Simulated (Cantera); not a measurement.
Mixture: 8.19 % CO, 8.03 % H2, 12.1 % O2, 69.0 % N2, 2.70 % CO2, at 1.30 bar, adiabatic and at constant pressure. Ignition delay is the time to a rise of 400 K.

Cantera simulation using GRI-Mech 3.0 (53 species, 325 reactions); the numbers are that mechanism's predictions, not measurements. Where the delays flatten at high temperature, the 400 K rule measures the pace of heat release, not the induction time.

**Question.** Predict: delay at 950 K; delay at 1150 K; delay at 1350 K; delay at 1550 K; delay at 1750 K.

**Answer.** 
```json
{
  "delay at 950 K": "7.85 ms",
  "delay at 1150 K": "95.2 µs",
  "delay at 1350 K": "49.0 µs",
  "delay at 1550 K": "44.0 µs",
  "delay at 1750 K": "52.4 µs"
}
```
